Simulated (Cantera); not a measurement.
# Low-pressure radical oxidation in H2/O2

An isothermal, constant-pressure homogeneous reactor starts with 9.09 % H2, 90.9 % O2, equivalence ratio 0.050, at 1275 K and 0.0160 bar.

Detailed kinetics in Cantera: the H2/O2 subset of GRI-Mech 3.0, which has no nitrogen chemistry. Radical loss at walls, strong at low pressure, is not modelled. The temperature is held fixed by assumption; the heat of reaction is taken as removed at once.

| t (s) | x H2 | x O2 | x O | x H2O2 | x H | x HO2 | x OH |
|---|---|---|---|---|---|---|---|
| 0.000200 | 0.0909 | 0.909 | 2.31e-7 | 1.12e-10 | 1.74e-7 | 6.97e-8 | 1.64e-7 |
| 0.000433 | 0.0909 | 0.909 | 8.57e-6 | 5.39e-10 | 6.22e-6 | 1.75e-7 | 6.02e-6 |
| 0.000938 | 0.0638 | 0.890 | 0.0112 | 1.67e-7 | 0.00836 | 3.85e-6 | 0.00659 |
| 0.00203 | 0.00251 | 0.844 | 0.0519 | 1.63e-7 | 0.0185 | 5.24e-6 | 0.00707 |
| 0.00440 | 0.00220 | 0.851 | 0.0466 | 1.62e-7 | 0.0155 | 5.19e-6 | 0.00666 |
| 0.00953 | 0.00178 | 0.863 | 0.0365 | 1.67e-7 | 0.0108 | 5.07e-6 | 0.00603 |
| 0.0206 | 0.00114 | 0.879 | 0.0224 | 1.66e-7 | 0.00525 | 4.61e-6 | 0.00486 |
| 0.0447 | 0.000495 | 0.894 | 0.00947 | 1.43e-7 | 0.00145 | 3.51e-6 | 0.00322 |
| 0.0969 | 0.000147 | 0.901 | 0.00277 | 9.64e-8 | 0.000230 | 1.95e-6 | 0.00176 |
| 0.210 | 3.62e-5 | 0.904 | 0.000683 | 5.18e-8 | 2.81e-5 | 7.90e-7 | 0.000877 |
| 0.454 | 9.09e-6 | 0.904 | 0.000172 | 2.46e-8 | 3.56e-6 | 2.71e-7 | 0.000441 |
| 0.984 | 2.56e-6 | 0.905 | 4.87e-5 | 1.11e-8 | 5.36e-7 | 9.40e-8 | 0.000235 |
| 2.13 | 8.23e-7 | 0.905 | 1.57e-5 | 4.99e-9 | 9.82e-8 | 3.89e-8 | 0.000134 |
| 4.62 | 2.97e-7 | 0.905 | 5.67e-6 | 2.27e-9 | 2.13e-8 | 2.37e-8 | 8.03e-5 |
| 10.0 | 1.20e-7 | 0.905 | 2.31e-6 | 1.10e-9 | 5.52e-9 | 2.29e-8 | 5.12e-5 |
x: mole fraction; the columns are a selection and need not sum to one.

Equilibrium at this temperature and pressure: H2 4.40e-8, O2 0.905, O 8.45e-7, H2O2 5.17e-10, H 1.23e-9, HO2 3.05e-8, OH 3.10e-5 (gas phase only).
